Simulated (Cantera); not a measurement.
Feed: 1 mol Si2H6, 5.9 mol N2, 0.0068 mol Cl2, at 13.3 mbar.

Equilibrium computed with Cantera from the NASA thermochemical tables; the gas is ideal and each condensed phase is pure. Candidate condensed phases: NH4Cl, Si, Si3N4; 28 gas species. The feed counts by its element totals alone. Rates play no part. All values below are at 1277 °C.

Base state: N2 0.603, H2 0.395, HCl 0.00179, H 0.000171 (mole fractions); condensed: Si3N4(s).

### Question
What changes in the equilibrium state with this change: Cl2 from 0.0068 to 0.11 mol?

### Answer
```json
[
 {"species": "N2", "before": "0.603", "after": "0.595"},
 {"species": "H2", "before": "0.395", "after": "0.377"},
 {"species": "HCl", "before": "0.00179", "after": "0.0278"},
 {"species": "SiCl2", "before": "1.67e-6", "after": "0.000424"},
 {"species": "H", "before": "0.000171", "after": "0.000167"},
 {"species": "Si3N4(s), mol", "before": "0.667", "after": "0.666"}
]
```
